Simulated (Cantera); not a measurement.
An adiabatic, constant-pressure homogeneous reactor starts with 21.2 % CO, 1.55 % H2, 14.4 % O2, 51.8 % N2, 11.0 % H2O, at 1823 K and 1.00 atm.

Computed with Cantera and GRI-Mech 3.0 (53 species, 325 reactions).

Predict: time of steepest temperature rise; temperature at 0.900 s; equilibrium temperature; x(CO) at 0.900 s; x(H2) at 0.900 s; x(O2) at 0.900 s; x(NO) at 0.900 s; x(CO2) at 0.900 s.


```json
{
  "time_of_steepest_temperature_rise": "24.9 µs",
  "temperature at 0.900 s": "2714 K",
  "equilibrium_temperature": "2714 K",
  "x(CO) at 0.900 s": "0.0696 (gas-phase equilibrium 0.0696)",
  "x(H2) at 0.900 s": "0.00748 (gas-phase equilibrium 0.00748)",
  "x(O2) at 0.900 s": "0.0556 (gas-phase equilibrium 0.0556)",
  "x(NO) at 0.900 s": "0.0140 (gas-phase equilibrium 0.0140)",
  "x(CO2) at 0.900 s": "0.157 (gas-phase equilibrium 0.157)"
}
```
